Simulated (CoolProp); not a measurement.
Model: reference Helmholtz-energy equation of state, Lemmon 2006, in CoolProp. It is a short technical equation, of lower accuracy than the large ones.

Task: For carbonyl sulfide, give the phase and the cp (kJ/(kg K)), cv (kJ/(kg K)), speed of sound (m/s) at 279.95 °C and 0.889 MPa; 279.95 °C and 1.58 MPa; 279.95 °C and 50 MPa.

Result: 
- 279.95 °C and 0.889 MPa: gas; cp 0.848, cv 0.700, speed of sound 301
- 279.95 °C and 1.58 MPa: gas; cp 0.859, cv 0.702, speed of sound 299
- 279.95 °C and 50 MPa: supercritical; cp 1.22, cv 0.766, speed of sound 509
